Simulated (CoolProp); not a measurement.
Properties of CH3F (R41) along the isotherm 425 K.

Values from CoolProp's reference Helmholtz-energy equation of state, Lemmon 2006. It is a short technical equation, of lower accuracy than the large ones.

| p (MPa) | phase | cp (kJ/(kg K)) | expansivity (1/kK) |
|---|---|---|---|
| 2.11 | gas | 1.451 | 2.828 |
| 4.22 | gas | ___ | 3.393 |
| 6.33 | supercritical | ___ | ___ |
| 8.44 | supercritical | ___ | 4.796 |
| 10.5 | supercritical | 2.052 | 5.567 |
| 12.7 | supercritical | 2.246 | 6.350 |
| 14.8 | supercritical | 2.413 | 6.930 |
| 16.9 | supercritical | 2.537 | 7.223 |
| 19 | supercritical | 2.605 | ___ |
| 21.1 | supercritical | 2.621 | 6.890 |
| 23.2 | supercritical | 2.600 | 6.447 |
| 25.3 | supercritical | 2.559 | 5.964 |
| 27.4 | supercritical | 2.512 | 5.499 |
| 29.5 | supercritical | 2.465 | 5.080 |

Question: Fill in the missing entries.

Answer: 
- 4.22, cp (kJ/(kg K)): 1.570
- 6.33, cp (kJ/(kg K)): 1.712
- 6.33, expansivity (1/kK): 4.051
- 8.44, cp (kJ/(kg K)): 1.876
- 19, expansivity (1/kK): 7.188
